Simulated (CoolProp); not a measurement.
Octamethyltrisiloxane (MDM) along the isobar 4.64 MPa: fugacity coefficient from the reference equation and from simpler models built on Tc = 565.4 K, pc = 1.438 MPa, ω = 0.528; each cubic takes its own stable root.

Values from CoolProp's reference Helmholtz-energy equation of state, Thol 2017.

```csv
T (K),phase,reference,Redlich-Kwong,Peng-Robinson
359,liquid,0.003986,0.01878,0.004091
365.6,liquid,0.005134,0.02207,0.005223
372.3,liquid,0.006556,0.02580,0.006618
378.9,liquid,0.008245,0.02987,0.008268
385.6,liquid,0.01029,0.03442,0.01026
392.2,liquid,0.01267,0.03932,0.01257
398.9,liquid,0.01550,0.04475,0.01531
405.5,liquid,0.01872,0.05053,0.01844
412.2,liquid,0.02249,0.05685,0.02209
418.8,liquid,0.02671,0.06353,0.02619
425.4,liquid,0.03149,0.07065,0.03082
432.1,liquid,0.03694,0.07834,0.03611
438.7,liquid,0.04293,0.08636,0.04193
445.4,liquid,0.04966,0.09494,0.04848
452,liquid,0.05697,0.1038,0.05561
```
